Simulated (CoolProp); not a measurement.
CF4 (R14) along the isobar 143 bar: Z from the reference equation and from simpler models built on Tc = -45.8 °C, pc = 37.62 bar, ω = 0.178; each cubic takes its own stable root.

The numbers come from the reference Helmholtz-energy equation of state, Platzer 1990 in CoolProp. This equation is an older, rougher fit; its heat capacities, sound speeds and derivatives of the liquid may be far off and weren't checked against measurements.

```csv
T (°C),phase,reference,van der Waals,Redlich-Kwong,Soave-Redlich-Kwong,Peng-Robinson
-91.85,liquid,0.5652,0.7971,0.5808,0.5716,0.5085
-79.15,liquid,0.5528,0.7681,0.5699,0.5617,(withheld)
-66.55,liquid,0.5458,0.7453,0.5647,0.5584,0.4983
-53.85,liquid,0.5444,0.7275,0.5650,0.5620,0.5032
-41.15,supercritical,0.5496,(withheld),0.5710,(withheld),0.5157
-28.55,supercritical,0.5623,0.7065,0.5830,0.5926,(withheld)
-15.85,supercritical,0.5840,0.7026,0.6012,0.6211,0.5668
-3.15,supercritical,0.6152,0.7031,0.6253,(withheld),0.6051
9.45,supercritical,0.6538,0.7077,0.6542,0.6998,0.6484
22.15,supercritical,0.6968,(withheld),0.6864,0.7441,0.6935
```

### Question
Fill in the missing entries.

### Answer

- -79.15, Peng-Robinson: 0.5002
- -41.15, van der Waals: 0.7147
- -41.15, Soave-Redlich-Kwong: 0.5732
- -28.55, Peng-Robinson: 0.5366
- -3.15, Soave-Redlich-Kwong: 0.6578
- 22.15, van der Waals: 0.7164
